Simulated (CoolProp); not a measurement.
Aqueous lithium chloride as a coolant, at -5 °C, 1 atm.

Model: Melinder's fits for secondary coolants, in CoolProp.

```
mass %  freezing point (°C)  density (kg/m³)  conductivity (W/(m K))  cp (kJ/(kg K))  viscosity (mPa s)
------  -------------------  ---------------  ----------------------  --------------  -----------------
7.3                    -8.1             1044                   0.540           3.780               2.60
9                     -10.6             1054                   0.537      (withheld)               2.75
10.8                  -13.6             1065                   0.534           3.578               2.93
12.5                  -17.2             1075                   0.531           3.483         (withheld)
14.3                  -21.8             1086                   0.528      (withheld)               3.34
16                    -27.2             1096              (withheld)           3.294               3.57
17.8                  -34.1             1108                   0.522           3.205               3.83
19.5                  -41.5             1118                   0.519           3.128         (withheld)
```

Task: Complete the blanks.

Result: 
- 9, cp (kJ/(kg K)): 3.681
- 12.5, viscosity (mPa s): 3.12
- 14.3, cp (kJ/(kg K)): 3.384
- 16, conductivity (W/(m K)): 0.525
- 19.5, viscosity (mPa s): 4.12
